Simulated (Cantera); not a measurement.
Charge: 1 mol HgO, 0.22 mol O2, 16 mol H2, at 9.40 bar.

These are equilibrium values from Cantera (NASA tables, ideal gas, pure condensed phases), not measurements of a reactor. Candidate condensed phases: H2O, Hg, HgO; 10 gas species. Kinetics and transport are ignored.

### Question
Which condensed phases are stable at each of these points (T (°C)): 202, 277, 352, 427, 502, 577, 652, 727, 802, 877, 952, 1027?

### Answer
```json
[
 {"T (°C)": "202", "condensed phases": "Hg(l)", "Hg condensed (%)": "95.9"},
 {"T (°C)": "277", "condensed phases": "Hg(l)", "Hg condensed (%)": "66.6"},
 {"T (°C)": "352", "condensed phases": "gas only", "Hg condensed (%)": "0.0"},
 {"T (°C)": "427", "condensed phases": "gas only", "Hg condensed (%)": "0.0"},
 {"T (°C)": "502", "condensed phases": "gas only", "Hg condensed (%)": "0.0"},
 {"T (°C)": "577", "condensed phases": "gas only", "Hg condensed (%)": "0.0"},
 {"T (°C)": "652", "condensed phases": "gas only", "Hg condensed (%)": "0.0"},
 {"T (°C)": "727", "condensed phases": "gas only", "Hg condensed (%)": "0.0"},
 {"T (°C)": "802", "condensed phases": "gas only", "Hg condensed (%)": "0.0"},
 {"T (°C)": "877", "condensed phases": "gas only", "Hg condensed (%)": "0.0"},
 {"T (°C)": "952", "condensed phases": "gas only", "Hg condensed (%)": "0.0"},
 {"T (°C)": "1027", "condensed phases": "gas only", "Hg condensed (%)": "0.0"}
]
```

From 202 °C to 277 °C the condensed part is Hg(l). From 352 °C to 1027 °C nothing is condensed.
